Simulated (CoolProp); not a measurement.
The fluid at 456.97 K and 0.898 MPa flows at 6 m/s in a round tube of 12.7 mm bore and 1.5 µm roughness, fully developed (64/Re and Nu = 3.66 if laminar; Colebrook and Gnielinski if turbulent). The same conditions are run with several fluids, on thermodynamics alone (safety and materials aside).

Values from CoolProp's reference Helmholtz-energy equation of state of each fluid (R407C: Lemmon 2003; R143a: Lemmon and Jacobsen 2000; ethane: Bücker 2006; R142b: Lemmon 2006; isobutane: Bücker 2006). Blends and air are pseudo-pure fits.

```csv
fluid,Reynolds number,Darcy friction factor,pressure drop (Pa/m),heat-transfer coefficient (W/(m² K)),mass flow (kg/h)
R407C,84300,0.0192,571,357,57.4
R143a,(withheld),0.0189,550,(withheld),56.2
ethane,39700,0.0224,229,331,19.8
R142b,(withheld),0.0180,641,421,68.7
isobutane,97700,(withheld),(withheld),558,40.0
```

Problem. What belongs in the gaps?

Solution. 
- R143a, Reynolds number: 92100
- R143a, heat-transfer coefficient (W/(m² K)): 424
- R142b, Reynolds number: 120000
- isobutane, Darcy friction factor: 0.0187
- isobutane, pressure drop (Pa/m): 387

Transport values come from each fluid's own correlations; those of R143a, R142b are estimates that may be off by 10 % or more.
